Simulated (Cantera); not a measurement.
## Equilibrium for silicon epitaxy and polysilicon growth: Si2Cl6 + Cl2 + H2

Charge: 1 mol Si2Cl6, 0.019 mol Cl2, 89 mol H2, held at 825 K.

Method: chemical equilibrium by Gibbs-energy minimisation in Cantera with the NASA 1993 tables (ideal gas, pure condensed phases). Candidate condensed phases: Si; 19 gas species. The feed counts by its element totals alone. The tables' values for SiCl3 are old estimates; treat these amounts as uncertain. Kinetics and transport are ignored.

```csv
P (Pa),log p H2,log p SiCl4,log p SiHCl3,log p HCl,log p SiH2Cl2,n Si(s)
100,-3.01,-4.88,-5.62,-5.18,-7.44,0.581
260,-2.59,-4.47,-5.11,-4.87,-6.81,0.535
670,-2.18,-4.07,-4.60,-4.56,-6.20,0.492
1700,-1.78,-3.68,-4.10,-4.26,-5.60,0.451
4500,-1.36,-3.28,-3.59,-3.95,-4.98,0.407
12000,-0.93,-2.88,-3.08,-3.64,-4.36,0.361
30000,-0.53,-2.52,-2.61,-3.35,-3.78,0.315
77000,-0.12,-2.16,-2.14,-3.05,-3.19,0.264
200000,0.29,-1.81,-1.67,-2.76,-2.60,0.207
```
log p: log10 of the partial pressure in bar; n: condensed amount in mol.

From 0.00100 bar to 2.00 bar the condensed part is Si(s). The main Si-bearing gas is SiCl4 at 0.00100 bar and SiHCl3 at 2.00 bar. The share of Si in condensed phases is highest at 0.00100 bar (29.1 %) and lowest at 2.00 bar (10.4 %).
